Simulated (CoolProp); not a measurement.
A closed Brayton cycle with carbon dioxide: compressor inlet 324.15 K and 8.6 MPa, high pressure 22.1 MPa, turbine inlet 645 K, compressor efficiency 0.89, turbine efficiency 0.93, recuperator effectiveness 0.8 (on enthalpy, no pinch check). Each further row changes one setting.

The numbers come from the reference Helmholtz-energy equation of state, Span 1996 in CoolProp.

```
case                           thermal efficiency (%)  net work (kJ/kg)  compressor to turbine work  compressor exit (K)  turbine exit (K)
-----------------------------  ----------------------  ----------------  --------------------------  -------------------  ----------------
as stated                                        24.9              51.7                        0.46                399.0             543.5
turbine inlet 595 K                              22.3              41.9                        0.51                399.0             497.5
compressor inlet 334.15 K                        23.4              45.4                        0.52                415.7             543.5
high pressure 18.8 MPa                           23.8              45.8                        0.43                385.9             560.6
recuperator effectiveness 0.5                    20.0              51.7                        0.46                399.0             543.5
```
